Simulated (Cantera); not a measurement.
Thermodynamics of silicon epitaxy and polysilicon growth, feed SiH₂Cl₂ + Cl₂ + H₂

A closed system holds: 1 mol SiH₂Cl₂, 0.0037 mol Cl₂, 14 mol H₂, at 927 °C and 0.00830 bar.

These are equilibrium values from Cantera (NASA tables, ideal gas, pure condensed phases), not measurements of a reactor. Candidate condensed phases: Si; 19 gas species. The tables' values for SiCl₃ are old estimates; treat these amounts as uncertain. The numbers say what is thermodynamically allowed, not how fast it happens.

```
Quantity       Result
----------  ---------
x(H₂)           0.908
x(HCl)         0.0709
x(SiCl₂)       0.0131
x(SiCl₄)      0.00427
x(SiCl₃)      0.00252
x(SiHCl₃)     0.00149
x(SiH₂Cl₂)    6.78e-5
x(H)          2.06e-6
n(Si(s))    0.659 mol
gas amount  15.89 mol
```
